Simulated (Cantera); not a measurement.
An isothermal, constant-pressure homogeneous reactor starts with 7.69 % NH₃, 92.3 % H₂, at 1525 K and 1.00 atm.

Model: the gas-phase N/H chemistry of the illustrative SiF4/NH3 mechanism in the Surface Chemkin manual (1991), integrated in Cantera. Walls and surfaces, which speed up NH3 decomposition in real reactors, are not modelled.

x: mole fraction; the columns are a selection and need not sum to one.

| t (s) | x NH₃ | x H₂ | x N₂ | x H | x N₂H₂ | x NH₂ |
|---|---|---|---|---|---|---|
| 2.00e-6 | 0.0769 | 0.923 | <1e-12 | 2.96e-9 | <1e-12 | 7.59e-10 |
| 7.46e-6 | 0.0769 | 0.923 | <1e-12 | 1.15e-8 | <1e-12 | 2.36e-9 |
| 2.78e-5 | 0.0769 | 0.923 | <1e-12 | 4.33e-8 | <1e-12 | 8.33e-9 |
| 0.000104 | 0.0769 | 0.923 | <1e-12 | 1.62e-7 | <1e-12 | 3.06e-8 |
| 0.000386 | 0.0769 | 0.923 | 3.15e-12 | ___ | <1e-12 | ___ |
| 0.00144 | 0.0769 | 0.923 | 2.94e-10 | 2.25e-6 | 1.39e-11 | 4.22e-7 |
| 0.00537 | 0.0769 | 0.923 | 1.79e-8 | 8.02e-6 | 1.85e-10 | 1.51e-6 |
| 0.0200 | 0.0769 | 0.923 | 6.19e-7 | 1.96e-5 | 1.16e-9 | 3.68e-6 |
| 0.0746 | 0.0769 | 0.923 | 5.21e-6 | 2.19e-5 | 1.46e-9 | 4.12e-6 |
| 0.278 | 0.0769 | 0.923 | ___ | 2.19e-5 | 1.46e-9 | 4.12e-6 |
| 1.04 | 0.0767 | 0.923 | 8.83e-5 | 2.19e-5 | 1.46e-9 | 4.11e-6 |
| 3.86 | 0.0762 | 0.923 | 0.000330 | 2.20e-5 | 1.44e-9 | 4.08e-6 |
| 14.4 | 0.0743 | 0.924 | 0.00120 | 2.20e-5 | 1.37e-9 | 3.98e-6 |
| 53.7 | 0.0681 | 0.928 | 0.00411 | 2.21e-5 | 1.15e-9 | 3.65e-6 |
| 200 | 0.0519 | 0.936 | 0.0116 | 2.24e-5 | 6.66e-10 | 2.79e-6 |

### Question
What belongs in the gaps?

### Answer

- 0.000386, x H: 6.04e-7
- 0.000386, x NH₂: 1.14e-7
- 0.278, x N₂: 2.28e-5
